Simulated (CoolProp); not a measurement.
A single-stage vapour-compression cycle with propane: evaporating at 212.15 K (dew point), condensing at 280.15 K (bubble point), superheat 8 K, subcooling 8 K, compressor efficiency 0.75, no pressure losses. Each further row changes one setting.

Values from CoolProp's reference Helmholtz-energy equation of state, Lemmon 2009.

```
case                              cooling COP  pressure ratio  discharge temperature (K)  refrigerating effect (kJ/kg)  volumetric capacity (kJ/m³)
--------------------------------  -----------  --------------  -------------------------  ----------------------------  ---------------------------
as stated                                1.86            14.4                      335.1                           316                          314
evaporating temperature 217.15 K         2.10               …                      329.6                           323                            …
condensing temperature 275.15 K          2.06               …                      328.5                           329                          326
subcooling 13 K                          1.93            14.4                      335.1                           329                          326
superheat 18 K                           1.86            14.4                      346.1                             …                          313
compressor efficiency 0.65               1.61            14.4                          …                           316                          314
```

Complete the blanks.


- evaporating temperature 217.15 K, pressure ratio: 11.1
- evaporating temperature 217.15 K, volumetric capacity (kJ/m³): 408
- condensing temperature 275.15 K, pressure ratio: 12.5
- superheat 18 K, refrigerating effect (kJ/kg): 330
- compressor efficiency 0.65, discharge temperature (K): 348.5
